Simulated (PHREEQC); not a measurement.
Solution (25 °C): 0.06 mol ZnSO4, 0.027 mol ZnCl2 and 0.0012 mol NaCl per kg of water. Closed to the air; pH follows from the charge balance.

Model: ion-association model, phreeqc.dat, run in PHREEQC.

Question: The ionic strength comes out as 0.194 mol/kgw. What activity coefficients do H+, HSO4-, ZnCl+, Na+, Zn(SO4)2-2 get?

Answer: H+ 0.80, HSO4- 0.75, ZnCl+ 0.72, Na+ 0.75, Zn(SO4)2-2 0.31.

This is a speciation only: nothing precipitates in the calculation. Species that the database lacks are ignored.
